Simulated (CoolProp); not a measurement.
Model: reference Helmholtz-energy equation of state, Lemmon 2006, in CoolProp. It is a short technical equation, of lower accuracy than the large ones.

Give the vapour pressure (kPa), liquid cp (kJ/(kg K)), vapour Z, surface tension (mN/m) of saturated isopentane at 316.7, 336.7 K.


```csv
T (K),p (kPa),liquid cp (kJ/(kg K)),vapour Z,surface tension (mN/m)
316.7,169,2.37,0.937,12.5
336.7,301,2.49,0.906,10.4
```

Surface tension comes from a separate correlation (Mulero 2012).
